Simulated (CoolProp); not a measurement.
Properties of ammonia along the isotherm 446.6 K (Tc = 405.6 K, pc = 11360 kPa, ω = 0.256).

Computed with CoolProp (reference Helmholtz-energy equation of state, Gao 2020).

```json
[
 {"p (kPa)": "316", "phase": "gas", "Z": "0.9927", "Joule-Thomson coefficient (K/MPa)": "7.725", "isothermal compressibility (1/MPa)": "3.188", "viscosity (µPa s)": "15.8"},
 {"p (kPa)": "720", "phase": "gas", "Z": "0.9833", "Joule-Thomson coefficient (K/MPa)": "7.686", "isothermal compressibility (1/MPa)": "1.413", "viscosity (µPa s)": "15.8"},
 {"p (kPa)": "1640", "phase": "gas", "Z": "0.9616", "Joule-Thomson coefficient (K/MPa)": "7.594", "isothermal compressibility (1/MPa)": "0.6346", "viscosity (µPa s)": "15.8"},
 {"p (kPa)": "3730", "phase": "gas", "Z": "0.9101", "Joule-Thomson coefficient (K/MPa)": "7.375", "isothermal compressibility (1/MPa)": "0.2959", "viscosity (µPa s)": "15.8"},
 {"p (kPa)": "8480", "phase": "gas", "Z": "0.7803", "Joule-Thomson coefficient (K/MPa)": "6.780", "isothermal compressibility (1/MPa)": "0.1558", "viscosity (µPa s)": "16.5"},
 {"p (kPa)": "19300", "phase": "supercritical", "Z": "0.4106", "Joule-Thomson coefficient (K/MPa)": "3.491", "isothermal compressibility (1/MPa)": "0.1136", "viscosity (µPa s)": "27.8"},
 {"p (kPa)": "43900", "phase": "supercritical", "Z": "0.4789", "Joule-Thomson coefficient (K/MPa)": "0.4147", "isothermal compressibility (1/MPa)": "0.007252", "viscosity (µPa s)": "54.7"},
 {"p (kPa)": "100000", "phase": "supercritical", "Z": "0.8904", "Joule-Thomson coefficient (K/MPa)": "-0.04407", "isothermal compressibility (1/MPa)": "0.002057", "viscosity (µPa s)": "75.3"}
]
```

Viscosity comes from a separate model (Fenghour 1995).
